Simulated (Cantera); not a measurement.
Cantera run, input and output.

```python
import numpy as np
import cantera as ct

gas = ct.Solution("gri30.yaml")
gas.TPX = 2173, 110000, {'NO': 1, 'N2': 0.26}
reactor = ct.IdealGasConstPressureReactor(gas, energy="off", clone=False)
net = ct.ReactorNet([reactor])
net.rtol, net.atol = 1e-08, 1e-18
show = ['NO', 'NO2', 'O', 'N2O', 'N2']
times = np.geomspace(8e-05, 50, 15)

steps = ct.SolutionArray(gas, extra=["t"])
rows = []
print(f"{'t/s':>10s}{'T/K':>9s}{'P/Pa':>11s}" + "".join(f"{s:>11s}" for s in show))
for t in times:
    while net.time < t:
        t_next = net.step()
        steps.append(gas.state, t=t_next)
    rows.append([np.interp(t, steps.t, y) for y in (steps.T, steps.P, *steps(*show).X.T)])
    print(f"{t:10.3e}{rows[-1][0]:9.1f}{rows[-1][1]:11.4g}" + "".join(f"{x:11.3e}" for x in rows[-1][2:]))
rate = np.gradient(steps.T, steps.t)
print("integrator steps:", len(steps.t))
if steps.T.max() > steps.T[0] + 200:
    print(f"time of steepest temperature rise: {steps.t[rate.argmax()]:.4e} s")
gas.TPX = 2173, 110000, {'NO': 1, 'N2': 0.26}
gas.equilibrate("TP")
print(f"equilibrium (TP): T = {gas.T:.1f} K  " + "  ".join(f"{s} {gas[s].X[0]:.3e}" for s in show))
```

Result:

```
       t/s      T/K       P/Pa         NO        NO2          O        N2O         N2
 8.000e-05   2173.0    1.1e+05  7.932e-01  1.080e-04  1.285e-04  1.531e-04  2.064e-01
 2.075e-04   2173.0    1.1e+05  7.923e-01  2.471e-04  2.612e-04  2.624e-04  2.067e-01
 5.384e-04   2173.0    1.1e+05  7.900e-01  3.090e-04  3.210e-04  3.149e-04  2.078e-01
 1.397e-03   2173.0    1.1e+05  7.842e-01  3.308e-04  3.429e-04  3.128e-04  2.107e-01
 3.623e-03   2173.0    1.1e+05  7.691e-01  3.760e-04  3.902e-04  2.982e-04  2.182e-01
 9.398e-03   2173.0    1.1e+05  7.302e-01  4.617e-04  4.911e-04  2.638e-04  2.377e-01
 2.438e-02   2173.0    1.1e+05  6.342e-01  5.696e-04  6.774e-04  1.924e-04  2.856e-01
 6.325e-02   2173.0    1.1e+05  4.356e-01  5.631e-04  9.519e-04  8.672e-05  3.849e-01
 1.641e-01   2173.0    1.1e+05  1.781e-01  2.987e-04  1.218e-03  1.430e-05  5.137e-01
 4.256e-01   2173.0    1.1e+05  4.153e-02  7.686e-05  1.337e-03  1.343e-06  5.820e-01
 1.104e+00   2173.0    1.1e+05  1.565e-02  2.945e-05  1.358e-03  7.339e-07  5.949e-01
 2.864e+00   2173.0    1.1e+05  1.409e-02  2.655e-05  1.359e-03  7.156e-07  5.957e-01
 7.430e+00   2173.0    1.1e+05  1.409e-02  2.654e-05  1.359e-03  7.155e-07  5.957e-01
 1.927e+01   2173.0    1.1e+05  1.409e-02  2.654e-05  1.359e-03  7.155e-07  5.957e-01
 5.000e+01   2173.0    1.1e+05  1.409e-02  2.654e-05  1.359e-03  7.155e-07  5.957e-01
integrator steps: 1042
equilibrium (TP): T = 2173.0 K  NO 1.409e-02  NO2 2.654e-05  O 1.359e-03  N2O 7.155e-07  N2 5.957e-01
```

Computed with Cantera and GRI-Mech 3.0 (53 species, 325 reactions).
